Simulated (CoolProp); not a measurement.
Vapour pressure (kPa) of R123: the reference equation beside estimates from Tc = 183.7 °C, pc = 3662 kPa, ω = 0.282. Clausius-Clapeyron is anchored at -10.65 °C with a constant enthalpy of vaporisation of 28.38 kJ/mol.

The numbers come from the reference Helmholtz-energy equation of state, Younglove 1994 in CoolProp. It is a modified Benedict-Webb-Rubin equation, recast in Helmholtz form.

```
T (°C)  reference  Lee-Kesler  Clausius-Clapeyron  van der Waals  Redlich-Kwong  Soave-Redlich-Kwong  Peng-Robinson
------  ---------  ----------  ------------------  -------------  -------------  -------------------  -------------
-27.85        ___       7.483               7.876          162.4          21.09                  ___          8.065
-10.65      19.60       19.20               19.60          246.7            ___                19.46          20.14
6.45        43.48       42.88               43.41          356.4          92.10                43.18          44.01
23.55       86.55       85.94               87.71            ___          164.5                86.13          86.78
40.75       158.3       158.1               164.7          667.3          273.2                158.1          157.9
57.85       268.7       269.3               288.9          873.2          425.5                269.2          267.3
75.05       431.0       432.8               480.8           1118          631.7                  ___          428.8
92.15       656.6       659.6               760.7            ___          897.7                  ___          654.1
109.25      960.7       964.2                1155           1725           1232                  ___          959.4
```

### Question
What belongs in the gaps?

### Answer

- -27.85, reference: 7.673
- -27.85, Soave-Redlich-Kwong: 7.642
- -10.65, Redlich-Kwong: 46.91
- 23.55, van der Waals: 495.3
- 75.05, Soave-Redlich-Kwong: 433.4
- 92.15, van der Waals: 1401
- 92.15, Soave-Redlich-Kwong: 662.6
- 109.25, Soave-Redlich-Kwong: 972.5

Absolute difference from the reference over all 9 rows, mean and median: Lee-Kesler 0.9 and 0.5 %, Clausius-Clapeyron 7.0 and 4.0 %, van der Waals 585.1 and 321.5 %, Redlich-Kwong 84.3 and 72.6 %, Soave-Redlich-Kwong 0.6 and 0.6 %, Peng-Robinson 1.2 and 0.5 %.
